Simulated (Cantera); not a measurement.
A perfectly stirred reactor is fed with CH₄ : H₂O : H₂ = 1 : 2.9 : 0.18 (molar parts), at 5.72 atm; it is held at 1850 K, and followed from long to short residence time.

Model: GRI-Mech 3.0 (53 species, 325 reactions), integrated in Cantera.

**Question.** What does this change do: pressure from 5.72 atm to 2.37 atm?

**Answer.** 
| quantity | before | after |
|---|---|---|
| x(CH₄) at τ = 0.740 s | 0.00742 | 0.00793 |
| x(H₂O) at τ = 0.740 s | 0.309 | 0.313 |
| x(H₂) at τ = 0.740 s | 0.525 | 0.521 |
| x(C₂H) at τ = 0.740 s | 5.62e-9 | 1.52e-8 |
| x(CH₂O) at τ = 0.740 s | 5.74e-7 | 5.92e-7 |
| x(CH₄) at τ = 11.0 ms | 0.0487 | 0.0512 |
| x(H₂O) at τ = 11.0 ms | 0.485 | 0.507 |
| x(H₂) at τ = 11.0 ms | 0.362 | 0.342 |
| x(C₂H) at τ = 11.0 ms | 1.51e-7 | 2.79e-7 |
| x(CH₂O) at τ = 11.0 ms | 7.03e-6 | 9.26e-6 |

**Question.** What does this change do: pressure from 5.72 atm to 0.207 atm?

**Answer.** 
```tsv
quantity	before	after
x(CH₄) at τ = 0.740 s	0.00742	0.00973
x(H₂O) at τ = 0.740 s	0.309	0.330
x(H₂) at τ = 0.740 s	0.525	0.507
x(C₂H) at τ = 0.740 s	5.62e-9	1.41e-7
x(CH₂O) at τ = 0.740 s	5.74e-7	1.65e-6
x(CH₄) at τ = 11.0 ms	0.0487	0.0643
x(H₂O) at τ = 11.0 ms	0.485	0.565
x(H₂) at τ = 11.0 ms	0.362	0.287
x(C₂H) at τ = 11.0 ms	1.51e-7	1.04e-6
x(CH₂O) at τ = 11.0 ms	7.03e-6	2.66e-5
```
